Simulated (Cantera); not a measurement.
Cantera run:

```python
import numpy as np
import cantera as ct

gas_names = """
    F F2 H HF H2 H2F2 H3F3 H4F4 H5F5 H6F6 H7F7 N NF NF2 NF3 NH NH2 NH3 N2 N2H2 N2H4 Si SiF SiF2 SiF3
    SiF4 SiH SiHF3 SiH2 SiH2F2 SiH3 SiH3F SiH4 SiN Si2 Si2N Si3
""".split()
cond_names = """
    Si(cr) Si(L) Si3N4(a)
""".split()


# ... load() reads the species with a 1 bar reference pressure and builds the phases ...
atoms = {
    'SiF4': {'Si': 1, 'F': 4},
    'NH3': {'N': 1, 'H': 3},
    'H2': {'H': 2},
}
top_T = {'Si3N4(a)': 2400}  # K; cautious upper limits of use, not melting points


# ... equilibrate(T, P, feed) seeds the gas with the atoms and calls Mixture.equilibrate('TP', solver="vcs", rtol=1e-11, max_steps=5000) ...
results = []
feed = {'SiF4': 1, 'NH3': 2.1, 'H2': 3.4}  # mol
T = 825  # K
for P in [5, 26, 140, 710, 3700, 19000, 100000]:
    mix = equilibrate(T, P, feed)
    results.append((T, P, feed, dict(zip(mix.species_names, mix.species_moles))))
    x = sorted(zip(gas.X, gas.species_names), reverse=True)
    print(f"T = {T:g} K  P = {P:g} Pa  gas = {mix.phase_moles(0):.4g} mol")
    print("   x: " + "  ".join(f"{s} {v:.3e}" for v, s in x if v > 0.0001))
    print("   condensed (mol): " + ("  ".join(f"{mix.phase(i).name} {mix.phase_moles(i):.4g}"
          for i in range(1, mix.n_phases) if mix.phase_moles(i) > 1e-12) or "none"))
```

It prints:

```
T = 825 K  P = 5 Pa  gas = 8.6 mol
   x: H2 7.615e-01  N2 1.221e-01  SiF4 1.162e-01  HF 1.962e-04
   condensed (mol): Si3N4(a) 0.0001182
T = 825 K  P = 26 Pa  gas = 8.6 mol
   x: H2 7.615e-01  N2 1.221e-01  SiF4 1.162e-01  HF 1.710e-04
   condensed (mol): Si3N4(a) 9.755e-05
T = 825 K  P = 140 Pa  gas = 8.6 mol
   x: H2 7.615e-01  N2 1.221e-01  SiF4 1.162e-01  HF 1.486e-04
   condensed (mol): Si3N4(a) 7.81e-05
T = 825 K  P = 710 Pa  gas = 8.6 mol
   x: H2 7.615e-01  N2 1.221e-01  SiF4 1.162e-01  HF 1.298e-04
   condensed (mol): Si3N4(a) 6.067e-05
T = 825 K  P = 3700 Pa  gas = 8.6 mol
   x: H2 7.615e-01  N2 1.221e-01  SiF4 1.162e-01  HF 1.131e-04
   condensed (mol): Si3N4(a) 4.403e-05
T = 825 K  P = 19000 Pa  gas = 8.599 mol
   x: H2 7.615e-01  N2 1.220e-01  SiF4 1.162e-01  NH3 1.032e-04
   condensed (mol): Si3N4(a) 2.832e-05
T = 825 K  P = 100000 Pa  gas = 8.595 mol
   x: H2 7.611e-01  N2 1.219e-01  SiF4 1.163e-01  NH3 5.425e-04
   condensed (mol): Si3N4(a) 1.286e-05
```

Method: chemical equilibrium by Gibbs-energy minimisation in Cantera with the NASA 1993 tables (ideal gas, pure condensed phases).
